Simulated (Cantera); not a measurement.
## Hydrocarbon pyrolysis for carbon deposition

A perfectly stirred reactor is fed with CH4 : H2 = 1 : 18 (molar parts), at 100000 Pa; it is held at 1650 K, and followed from long to short residence time.

Detailed kinetics in Cantera: GRI-Mech 3.0 (53 species, 325 reactions). GRI-Mech 3.0 stops at C3 and has no aromatics, soot or wall deposition, so with more carbon than oxygen in the feed, carbon stays in small species such as C2H2 where larger ones or solid carbon would form.

```json
[
 {"τ (s)": "25", "x CH4": "0.0220", "x H2": "0.963", "x C2H4": "0.000948", "x C2H2": "0.0136", "x C2H6": "2.85e-6"},
 {"τ (s)": "5.9", "x CH4": "0.0229", "x H2": "0.963", "x C2H4": "0.000920", "x C2H2": "0.0132", "x C2H6": "2.94e-6"},
 {"τ (s)": "1.4", "x CH4": "0.0262", "x H2": "0.961", "x C2H4": "0.000825", "x C2H2": "0.0117", "x C2H6": "3.29e-6"},
 {"τ (s)": "0.33", "x CH4": "0.0340", "x H2": "0.957", "x C2H4": "0.000599", "x C2H2": "0.00823", "x C2H6": "4.40e-6"},
 {"τ (s)": "0.078", "x CH4": "0.0439", "x H2": "0.952", "x C2H4": "0.000322", "x C2H2": "0.00381", "x C2H6": "6.27e-6"},
 {"τ (s)": "0.018", "x CH4": "0.0499", "x H2": "0.949", "x C2H4": "0.000153", "x C2H2": "0.00111", "x C2H6": "7.60e-6"},
 {"τ (s)": "0.0044", "x CH4": "0.0519", "x H2": "0.948", "x C2H4": "8.42e-5", "x C2H2": "0.000235", "x C2H6": "7.76e-6"},
 {"τ (s)": "0.0010", "x CH4": "0.0524", "x H2": "0.947", "x C2H4": "3.49e-5", "x C2H2": "2.43e-5", "x C2H6": "6.53e-6"}
]
```
x: mole fraction; the columns are a selection and need not sum to one.
